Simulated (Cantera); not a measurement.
Feed: 1 mol B2H6, 0.18 mol O2, 1.1 mol H2, at 2325 K.

Equilibrium computed with Cantera from the NASA thermochemical tables; the gas is ideal and each condensed phase is pure. Candidate condensed phases: B, B2O3, B3O3H3, H2O; 23 gas species. The feed counts by its element totals alone. The tables' values for BH2 are old estimates; treat these amounts as uncertain. Gases not in the tables: B2H6 and higher boranes. Rates play no part.

x: gas mole fraction; n: condensed amount in mol.

| P (Pa) | x H2 | x H | x B | x HBO | x BO | n B(s) |
|---|---|---|---|---|---|---|
| 10 | 0.256 | 0.557 | 0.138 | 0.00184 | 0.0439 | 0.565 |
| 46 | 0.531 | 0.374 | 0.0300 | 0.00704 | 0.0545 | 1.45 |
| 220 | [?] | [?] | [?] | [?] | 0.0526 | 1.59 |
| 1000 | 0.821 | 0.0997 | 0.00138 | 0.0311 | 0.0415 | 1.62 |
| 4600 | 0.873 | [?] | [?] | [?] | [?] | 1.63 |
| 22000 | 0.899 | 0.0222 | 6.28e-5 | 0.0547 | 0.0149 | 1.63 |
| 100000 | 0.912 | 0.0105 | 1.38e-5 | 0.0600 | 0.00761 | 1.63 |

Question: What belongs in the gaps?

Answer: 
- 220, x H2: 0.721
- 220, x H: 0.199
- 220, x B: 0.00628
- 220, x HBO: 0.0173
- 4600, x H: 0.0479
- 4600, x B: 0.000300
- 4600, x HBO: 0.0447
- 4600, x BO: 0.0270
